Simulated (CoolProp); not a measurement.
Properties of acetone along the isobar 0.459 MPa.

Values from CoolProp's reference Helmholtz-energy equation of state, Lemmon 2006. It is a short technical equation, of lower accuracy than the large ones.

| T (K) | phase | density (kg/m³) | cp (kJ/(kg K)) | fugacity coefficient |
|---|---|---|---|---|
| 259 | liquid | 827.7 | 2.063 | 0.009184 |
| 268.4 | liquid | 817.6 | 2.079 | 0.01573 |
| 277.8 | liquid | 807.4 | 2.097 | 0.02579 |
| 287.3 | liquid | 797.1 | 2.117 | 0.04085 |
| 296.7 | liquid | 786.7 | 2.139 | 0.06216 |
| 306.2 | liquid | 776.0 | 2.162 | 0.09201 |
| 315.6 | liquid | 765.3 | 2.188 | 0.1318 |
| 325.1 | liquid | 754.3 | 2.215 | 0.1846 |
| 334.5 | liquid | 743.1 | 2.245 | 0.2516 |
| 343.9 | liquid | 731.7 | 2.276 | 0.3355 |
| 353.4 | liquid | 719.9 | 2.310 | 0.4400 |
| 362.8 | liquid | 707.8 | 2.346 | 0.5651 |
| 372.3 | liquid | 695.2 | 2.385 | 0.7155 |
